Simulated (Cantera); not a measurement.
Input: 1 mol C3H6, 0.92 mol CO2, 57 mol H2, at 1.40 bar.

Equilibrium computed with Cantera from the NASA thermochemical tables; the gas is ideal and each condensed phase is pure. Candidate condensed phases: C, C6H6, C7H8, C8H18, H2O; 110 gas species. Kinetics and transport are ignored.

x: gas mole fraction; n: condensed amount in mol.

```csv
T (K),x H2,x CH4,x H2O,x CO,x H,n C(graphite)
523,0.897,0.0699,0.0328,1.42e-12,<1e-12,0
673,0.897,0.0699,0.0328,9.77e-8,<1e-12,0
823,0.897,0.0697,0.0326,0.000130,5.87e-12,0
973,0.911,0.0577,0.0211,0.0103,8.72e-10,0
1123,0.933,0.0358,0.00244,0.0283,3.48e-8,___
1273,0.958,0.0121,0.000473,0.0296,5.90e-7,___
1423,0.965,0.00497,0.000124,0.0298,5.51e-6,___
1573,0.968,0.00241,4.20e-5,0.0298,3.38e-5,1.93
1723,0.969,0.00132,1.72e-5,0.0298,0.000152,1.99
1873,0.969,0.000801,8.13e-6,0.0298,0.000537,1.99
```

Question: Complete the blanks.

Answer: 
- 1123, n C(graphite): 0.0972
- 1273, n C(graphite): 1.37
- 1423, n C(graphite): 1.78
